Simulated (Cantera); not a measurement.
Feed: 1 mol n-butane, 0.26 mol NH3, 0.69 mol H2, equilibrated at 1625 K and 22.5 Torr.

These are equilibrium values from Cantera (NASA tables, ideal gas, pure condensed phases), not measurements of a reactor. Candidate condensed phases: C, C6H6, C7H8, C8H18; 92 gas species. The numbers say what is thermodynamically allowed, not how fast it happens.

Base state: H2 0.978, N2 0.0208, H 0.000403, HCN 0.000340, CH4 4.22e-5, C2H2 (acetylene) 3.48e-5 (mole fractions); condensed: C(graphite).

Question: What changes in the equilibrium state with this change: pressure from 22.5 Torr to 1.00 Torr?

Answer: 
| species | before | after |
|---|---|---|
| H2 | 0.978 | 0.977 |
| N2 | 0.0208 | 0.0207 |
| H | 0.000403 | 0.00191 |
| CH4 | 4.22e-5 | 1.87e-6 |
| C2H2 (acetylene) | 3.48e-5 | 3.47e-5 |
| HCN | 0.000340 | 0.000339 |
| C(graphite), mol | 4.00 | 4.00 |
